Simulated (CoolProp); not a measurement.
Carbon dioxide along the isotherm 333.2 K: density (kg/m³) from the reference equation and from simpler models built on Tc = 304.1 K, pc = 73.77 bar, ω = 0.224; each cubic takes its own stable root.

Model: reference Helmholtz-energy equation of state, Span 1996, in CoolProp.

| p (bar) | phase | reference | ideal gas | van der Waals | Redlich-Kwong | Soave-Redlich-Kwong | Peng-Robinson |
|---|---|---|---|---|---|---|---|
| 1.17 | gas | 1.866 | 1.859 | 1.866 | 1.866 | 1.866 | 1.867 |
| 1.88 | gas | 3.006 | 2.987 | 3.005 | 3.007 | 3.006 | 3.008 |
| 3.04 | gas | 4.880 | 4.829 | 4.877 | 4.882 | 4.880 | 4.887 |
| 4.92 | gas | 7.951 | 7.816 | 7.943 | 7.956 | 7.950 | 7.968 |
| 7.95 | gas | 12.99 | 12.63 | 12.97 | 13.00 | 12.98 | 13.03 |
| 12.8 | gas | 21.29 | 20.33 | 21.24 | 21.32 | 21.28 | 21.41 |
| 20.7 | gas | 35.51 | 32.88 | 35.37 | 35.60 | 35.47 | 35.83 |
| 33.5 | gas | 60.69 | 53.22 | 60.38 | 60.97 | 60.53 | 61.57 |
| 54.1 | gas | 108.8 | 85.94 | 108.4 | 109.7 | 108.0 | 111.1 |
| 87.5 | supercritical | 223.4 | 139.0 | 234.7 | 229.1 | 217.5 | 228.4 |
| 141 | supercritical | 565.6 | 224.0 | 499.4 | 529.2 | 487.4 | 524.5 |
| 228 | supercritical | 762.1 | 362.2 | 599.6 | 701.4 | 676.8 | 742.1 |
| 369 | supercritical | 873.7 | 586.2 | 671.3 | 822.9 | 806.6 | 890.5 |
